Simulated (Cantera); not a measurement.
A freely propagating, adiabatic, planar premixed flame of H2 : O2 : N2 = 1 : 0.602 : 1.69 (molar parts), unburnt at 350 K and 100.0 Torr; mixture-averaged transport, grid criteria slope 0.08 and curve 0.16, no radiation.

Detailed kinetics in Cantera: the H2/O2 subset of GRI-Mech 3.0, which has no nitrogen chemistry. Burning velocities carry a grid error of a few per cent, more on coarse grids.

Q: What does this change do: inlet temperature 350 to 375 K?

A: 
| quantity | before | after |
|---|---|---|
| laminar burning velocity | 281 cm/s | 311 cm/s |
| thermal thickness | 4.92 mm | 5.04 mm |
| peak x(H2O2) | 3.54e-5 | 2.63e-5 |
| peak x(O) | 0.0192 | 0.0196 |
| peak x(HO2) | 0.000149 | 0.000139 |
| peak x(OH) | 0.0226 | 0.0230 |
